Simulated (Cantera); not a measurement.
**MgSO₄ + O₂ + H₂ (calcination and drying)**

Feed: 1 mol MgSO₄, 0.018 mol O₂, 1.2 mol H₂, at 2025 K and 10.0 mbar.

These are equilibrium values from Cantera (NASA tables, ideal gas, pure condensed phases), not measurements of a reactor. Candidate condensed phases: H₂O, H₂SO₄, Mg, MgO, Mg(OH)₂, MgS, MgSO₄, S; 26 gas species. The numbers say what is thermodynamically allowed, not how fast it happens.

```json
{
 "x(H₂O)": "0.487",
 "x(SO₂)": "0.427",
 "x(H₂)": "0.0506",
 "x(SO)": "0.0237",
 "x(OH)": "0.00436",
 "x(H)": "0.00433",
 "x(O₂)": "0.00112",
 "x(S)": "0.000434",
 "x(O)": "0.000271",
 "n(MgO(s))": "0.999 mol",
 "gas_amount": "2.213 mol",
 "log10 activity of S(l) (absent)": "-4.53",
 "log10 activity of Mg(l) (absent)": "-7.20"
}
```
